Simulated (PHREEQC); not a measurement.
Consider water at 25 °C with 0.0064 mol Na2CO3 per kg of water. Closed to the air; pH follows from the charge balance.

Model: Pitzer model, pitzer.dat, run in PHREEQC.

The pH is 10.91. The ionic strength is 0.0183 mol/kgw. The specific conductance is 1440 µS/cm. The osmotic coefficient comes out as 0.927 and the total alkalinity comes out as 12.8 meq/kg.

| species | molality | activity | log γ |
|---|---|---|---|
| Na+ | 0.0128 | 0.0112 | -0.059 |
| CO3-2 | 0.00547 | 0.00322 | -0.230 |
| OH- | 0.000933 | 0.000815 | -0.058 |
| HCO3- | 0.000933 | 0.000872 | -0.029 |
| CO2 | 2.37e-8 | 2.38e-8 | 0.001 |

This is a speciation only: nothing precipitates in the calculation.
